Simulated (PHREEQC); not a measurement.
Model water analysis in mg/L, 20 °C, pH 2.79, pe 12.3:

| constituent | mg/L |
|---|---|
| Na | 223 |
| K | 64.2 |
| Ca | 110 |
| Mg | 52.9 |
| Cl | 26.4 |
| S(6) as SO4 | 1350 |
| Si as SiO2 | 23 |
| P as PO4 | 3.28 |
| Cd | 1.05 |
| Fe(3) | 99.8 |

Valence states are taken as typed.

The numbers come from PHREEQC with the ion-association model, wateq4f.dat.

Precipitation was switched off in this run.

Question: Estimate the ionic strength, charge-balance error.

Answer: ionic strength 0.0348 mol/kgw; charge-balance error 0.5 %.

Question: In which forms is Cd present?

Answer: Cd+2 55 %, CdSO4 38 %, Cd(SO4)2-2 4.3 %, CdCl+ 1.9 % of the Cd.

Examples of supersaturated solids here: Strengite, Jarosite-K. Others may be too. H3PO4, which wateq4f.dat lacks, is added to it with the constant of phreeqc.dat. The database has no phosphate complexes of Cd.
